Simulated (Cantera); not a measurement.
Feed: 1 mol CH4, 1.9 mol H2O, 7.8 mol N2, at 1423 K and 39000 Torr.

Equilibrium computed with Cantera from the NASA thermochemical tables; the gas is ideal and each condensed phase is pure. Candidate condensed phases: C, C6H6, C7H8, C8H18, H2O; 136 gas species. The ideal-gas law is rough above about 30 bar. Kinetics and transport are ignored.

Base state: N2 0.615, H2 0.243, CO 0.0702, H2O 0.0634, CO2 0.00810, CH4 0.000503, NH3 0.000385 (mole fractions); condensed: gas only.

**Question.** What changes in the equilibrium state with this change: temperature from 1423 K to 2025 K?

**Answer.** 
```csv
species,before,after
N2,0.615,0.614
H2,0.243,0.240
CO,0.0702,0.0743
CO2,0.00810,0.00440
H2O,0.0634,0.0665
H,4.54e-7,0.000131
CH4,0.000503,1.77e-6
NH3,0.000385,9.26e-5
```
